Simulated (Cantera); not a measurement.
A perfectly stirred reactor is fed with CH₄ : N₂ = 1 : 15 (molar parts), at 0.000540 bar; it is held at 1750 K, and followed from long to short residence time.

Computed with Cantera and GRI-Mech 3.0 (53 species, 325 reactions). GRI-Mech 3.0 stops at C3 and has no aromatics, soot or wall deposition, so with more carbon than oxygen in the feed, carbon stays in small species such as C2H2 where larger ones or solid carbon would form. Radical loss at walls, strong at low pressure, is not modelled.

| quantity | before | after |
|---|---|---|
| x(CH₄) at τ = 13.0 s | 0.0177 | 0.0209 |
| x(H₂) at τ = 13.0 s | 0.0621 | 0.0575 |
| x(C₂H₄) at τ = 13.0 s | 0.000350 | 0.000437 |
| x(C₂H) at τ = 13.0 s | 3.30e-7 | 2.25e-7 |
| x(CH₃) at τ = 13.0 s | 0.000776 | 0.000764 |
| x(CH₄) at τ = 0.230 s | 0.0619 | 0.0621 |
| x(H₂) at τ = 0.230 s | 0.000393 | 0.000219 |
| x(C₂H₄) at τ = 0.230 s | 6.47e-5 | 3.12e-5 |
| x(C₂H) at τ = 0.230 s | 5.55e-10 | 1.70e-10 |
| x(CH₃) at τ = 0.230 s | 0.000387 | 0.000264 |

Task: What was changed between the two runs?
A. temperature 1750 to 1723 K
B. pressure from 0.000540 bar to 0.690 bar
C. N2 15 to 36 parts
D. temperature 1750 to 1050 K

Result: A, temperature 1750 to 1723 K
